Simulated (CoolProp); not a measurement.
Properties of n-perfluoropentane along the isotherm 440.8 K.

The numbers come from the reference Helmholtz-energy equation of state, Gao 2022 in CoolProp.

```tsv
p (MPa)	phase	cv (kJ/(kg K))	expansivity (1/kK)	fugacity coefficient
0.769	gas	(withheld)	3.535	0.8945
1.54	gas	0.9909	6.547	0.7912
2.31	supercritical	1.023	18.08	0.6884
3.08	supercritical	1.043	31.38	0.5843
3.85	supercritical	(withheld)	11.69	0.5021
4.62	supercritical	1.013	7.719	(withheld)
5.38	supercritical	1.007	6.047	(withheld)
6.15	supercritical	1.004	5.082	0.3758
6.92	supercritical	1.001	(withheld)	(withheld)
7.69	supercritical	0.9990	3.998	0.3352
8.46	supercritical	0.9975	3.656	0.3213
9.23	supercritical	(withheld)	3.386	0.3102
10	supercritical	0.9954	3.166	0.3013
```

Problem. Some entries are withheld; supply them.

Solution. 
- 0.769, cv (kJ/(kg K)): 0.9736
- 3.85, cv (kJ/(kg K)): 1.022
- 4.62, fugacity coefficient: 0.4456
- 5.38, fugacity coefficient: 0.4058
- 6.92, expansivity (1/kK): 4.450
- 6.92, fugacity coefficient: 0.3529
- 9.23, cv (kJ/(kg K)): 0.9963
